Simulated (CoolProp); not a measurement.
Properties of C3F8 (R218) at several states.

Computed with CoolProp (reference Helmholtz-energy equation of state, Lemmon 2006). It is a short technical equation, of lower accuracy than the large ones.

| T (°C) | p (bar) | phase | density (kg/m³) | expansivity (1/kK) |
|---|---|---|---|---|
| -17.95 | 0.14 | gas | 1.247 | 3.994 |
| -73.85 | 0.216 | liquid | 1749 | 2.035 |
| -126.65 | 5.18 | liquid | 1935 | 1.818 |
| -111.05 | 82.2 | liquid | 1894 | 1.754 |
| -26.75 | 1.52 | gas | 14.99 | 5.393 |
